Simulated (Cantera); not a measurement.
What does this Cantera script print?

```python
import numpy as np
import cantera as ct

gas = ct.Solution("h2o2.yaml")
gas.TPX = 600, 690000, {'H2': 1, 'O2': 0.294, 'N2': 0.87}
flame = ct.FreeFlame(gas, width=0.01)
flame.set_refine_criteria(ratio=3, slope=0.08, curve=0.16)
flame.transport_model = "mixture-averaged"
flame.solve(loglevel=0, auto=True)
z, T = flame.grid, flame.T
thick = (T[-1] - T[0]) / np.gradient(T, z).max()
show = ['H2', 'O2', 'O', 'OH', 'H', 'H2O']
print(f"laminar burning velocity  {flame.velocity[0] * 100:.3f} cm/s")
print(f"burnt temperature         {T[-1]:.1f} K")
print(f"thermal thickness         {thick * 1e3:.4f} mm")
print(f"grid points               {len(z)}")
z0 = z[flame.heat_release_rate.argmax()]
print(f"{'z/mm':>9s}{'T/K':>9s}{'u/(m/s)':>9s}" + "".join(f"{s:>11s}" for s in show))
rows = []
for k in (-3, -2, -1.5, -1, -0.5, -0.25, 0, 0.25, 0.5, 1, 2, 4, 8):
    zz = z0 + k * thick
    rows.append([k * thick, np.interp(zz, z, T), np.interp(zz, z, flame.velocity),
                 *(np.interp(zz, z, flame.X[gas.species_index(s)]) for s in show)])
    print(f"{rows[-1][0] * 1e3:9.3f}{rows[-1][1]:9.1f}{rows[-1][2]:9.3f}" + "".join(f"{x:11.3e}" for x in rows[-1][3:]))
```

Output:

```
laminar burning velocity  1125.574 cm/s
burnt temperature         2579.3 K
thermal thickness         0.0361 mm
grid points               109
     z/mm      T/K  u/(m/s)         H2         O2          O         OH          H        H2O
   -0.108    600.0   11.256  4.621e-01  1.359e-01  1.139e-13  3.976e-15  3.985e-15  5.042e-11
   -0.072    600.0   11.256  4.621e-01  1.359e-01  2.252e-11  7.864e-13  8.271e-13  4.596e-09
   -0.054    600.0   11.256  4.621e-01  1.359e-01  3.524e-10  1.234e-11  1.454e-11  5.597e-08
   -0.036    600.5   11.260  4.618e-01  1.359e-01  2.552e-08  1.417e-09  8.907e-09  2.851e-06
   -0.018    649.7   12.017  4.525e-01  1.368e-01  1.546e-05  8.702e-05  1.479e-04  1.749e-03
   -0.009    974.5   17.377  4.086e-01  1.283e-01  4.674e-04  1.408e-03  6.326e-03  3.144e-02
    0.000   1452.5   25.087  3.189e-01  8.987e-02  3.020e-03  3.755e-03  3.209e-02  1.172e-01
    0.009   1785.0   30.476  2.372e-01  3.939e-02  4.399e-03  7.568e-03  5.801e-02  2.129e-01
    0.018   1955.5   33.172  2.017e-01  1.441e-02  3.688e-03  9.840e-03  6.594e-02  2.603e-01
    0.036   2112.9   35.531  1.910e-01  3.081e-03  2.592e-03  1.098e-02  5.976e-02  2.842e-01
    0.072   2254.0   37.534  1.964e-01  1.116e-03  1.618e-03  1.013e-02  4.515e-02  2.927e-01
    0.144   2375.8   39.201  2.030e-01  5.601e-04  8.431e-04  8.148e-03  3.108e-02  2.994e-01
    0.289   2468.0   40.423  2.080e-01  2.491e-04  3.758e-04  5.866e-03  2.008e-02  3.050e-01
```

Computed with Cantera and the H2/O2 subset of GRI-Mech 3.0, which has no nitrogen chemistry. The hydrogen kinetics of GRI-Mech 3.0 are dated; newer H2 mechanisms differ, most at raised pressure. Burning velocities carry a grid error of a few per cent, more on coarse grids.
